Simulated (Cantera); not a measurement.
Charge: 1 mol FeS2, 0.12 mol SO3, 4.8 mol H2O, 5.7 mol O2, held at 1175 K and 1.50 bar.

Cantera equilibrium calculation (NASA polynomials, part measured and part estimated; ideal gas, pure solids and liquids). Candidate condensed phases: Fe, FeO, Fe(OH)2, Fe(OH)3, FeS, FeSO4, FeS2, Fe2O3, Fe2(SO4)3, Fe3O4, H2O, H2SO4, S; 22 gas species. Equilibrium is a limit: real reactors are often held back by kinetics, nucleation or transport.

What is the equilibrium state?


- x(H2O) = 0.492
- x(O2) = 0.290
- x(SO2) = 0.180
- x(SO3) = 0.0375
- x(H2SO4) = 2.44e-5
- x(OH) = 4.60e-6
- n(Fe2O3(s)) = 0.500 mol
- gas amount = 9.747 mol
- log10 activity of Fe(OH)2(s) (absent) = -8.04
- log10 activity of Fe(OH)3(s) (absent) = -8.94
- log10 activity of Fe(α) (absent) = -11.25
